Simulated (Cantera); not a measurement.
# CS2 + H2O (abatement and gas-phase synthesis)

Feed: 1 mol CS2, 6.1 mol H2O, at 2450 °C and 0.180 bar.

These are equilibrium values from Cantera (NASA tables, ideal gas, pure condensed phases), not measurements of a reactor. Candidate condensed phases: C, C6H6, C7H8, C8H18, H2O, H2SO4, S; 123 gas species. The numbers say what is thermodynamically allowed, not how fast it happens.

- x(H2): 0.307
- x(H2O): 0.281
- x(CO): 0.0933
- x(SO): 0.0848
- x(H): 0.0809
- x(SO2): 0.0682
- x(S): 0.0242
- x(OH): 0.0194
- x(SH): 0.0127
- gas amount: 9.443 mol
- log10 activity of S(l) (absent): -3.20
- log10 activity of C(graphite) (absent): -6.57
